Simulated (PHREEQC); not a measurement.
**Buffer: speciation**

Solution (77 °C): 0.0084 mol KH2PO4, 0.0075 mol KOH and 0.00052 mol KCl per kg of water. Closed to the air; pH follows from the charge balance.

The numbers come from PHREEQC with the ion-association model, phreeqc.dat.

No solid was allowed to form.

Problem. Predict the pH, ionic strength.

Solution. pH 7.79; ionic strength 0.0237 mol/kgw.

Problem. In which forms is P present?

Solution. HPO4-2 88 %, H2PO4- 11 %, KHPO4- 1.5 % of the P.

Species that the database lacks are ignored. Constants without temperature data keep their 25 °C values here.
